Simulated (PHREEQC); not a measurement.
1 kg of water holding 0.012 mol/kgw Na2CO3, 0.0046 mol/kgw Na2SO4 and 0.095 mol/kgw NaCl is evaporated at 25 °C; the solids stay in contact with the brine. CO2 is held at log p = -3.4 (atm). Only these solids could form: Burkeite, Halite, Mirabilite, Nahcolite, Natron, Thenardite, Trona.

The numbers come from PHREEQC with the Pitzer model, pitzer.dat.

| water left (kg) | ionic strength | water activity | Halite (mol) | Trona (mol) | Thenardite (mol) | S in solution (mol/kgw) | Na in solution (mol/kgw) | pH |
|---|---|---|---|---|---|---|---|---|
| 0.9999 | 0.137 | 0.996 | 0 | 0 | 0 | 0.00460 | 0.128 | 9.32 |
| 0.6754 | 0.205 | 0.994 | 0 | 0 | 0 | 0.00681 | 0.190 | 9.41 |
| 0.5551 | 0.250 | 0.993 | 0 | 0 | 0 | 0.00829 | 0.231 | 9.45 |
| 0.375 | 0.372 | 0.990 | 0 | 0 | 0 | 0.0123 | 0.342 | 9.52 |
| 0.2533 | 0.554 | 0.985 | 0 | 0 | 0 | 0.0182 | 0.506 | 9.58 |
| 0.2082 | 0.676 | 0.981 | 0 | 0 | 0 | 0.0221 | 0.616 | 9.61 |
| 0.1406 | 1.01 | 0.973 | 0 | 0 | 0 | 0.0327 | 0.912 | 9.65 |
| 0.09499 | 1.50 | 0.960 | 0 | 0 | 0 | 0.0484 | 1.35 | 9.68 |
| 0.06416 | 2.22 | 0.940 | 0 | 0 | 0 | 0.0717 | 2.00 | 9.70 |
| 0.05274 | 2.71 | 0.926 | 0 | 0 | 0 | 0.0872 | 2.43 | 9.71 |
| 0.03563 | 4.02 | 0.886 | 0 | 0 | 0 | 0.129 | 3.60 | 9.71 |
| 0.02407 | 5.96 | 0.819 | 0 | 0 | 0 | 0.191 | 5.33 | 9.71 |
| 0.01978 | 7.26 | 0.769 | 0 | 0 | 0 | 0.233 | 6.48 | 9.71 |
| 0.01328 | 8.16 | 0.738 | 0.0256 | 0.00223 | 0 | 0.346 | 7.22 | 9.71 |
| 0.00885 | 8.52 | 0.736 | 0.0500 | 0.00419 | 0 | 0.520 | 7.42 | 9.70 |
| 0.007216 | 8.77 | 0.734 | 0.0590 | 0.00491 | 0 | 0.637 | 7.55 | 9.70 |
| 0.004757 | 8.83 | 0.734 | 0.0714 | 0.00596 | 0.00143 | 0.666 | 7.58 | 9.70 |

Halite from water left = 0.01623 kg (pH 9.71); Trona from water left = 0.01623 kg (pH 9.71); Thenardite from water left = 0.005858 kg (pH 9.70).
